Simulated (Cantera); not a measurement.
Input: 1 mol Al, a varied amount of HCl, 1 mol N2, equilibrated at 1100 K and 1.00 bar.

Equilibrium computed with Cantera from the NASA thermochemical tables; the gas is ideal and each condensed phase is pure. Candidate condensed phases: Al, AlCl3, AlN, NH4Cl; 20 gas species. The numbers say what is thermodynamically allowed, not how fast it happens.

Problem. Which condensed phases are stable at each of these points (n(HCl) (mol)): 1.3, 1.9, 2.7, 4, 5.8, 8.5, 12, 18?

Solution. 
```tsv
n(HCl) (mol)	condensed phases	Al condensed (%)
1.3	AlN(s)	63.8
1.9	AlN(s)	46.6
2.7	AlN(s)	23.7
4	gas only	0.0
5.8	gas only	0.0
8.5	gas only	0.0
12	gas only	0.0
18	gas only	0.0
```

From 1.3 mol HCl to 2.7 mol HCl the condensed part is AlN(s). From 4 mol HCl to 18 mol HCl nothing is condensed.
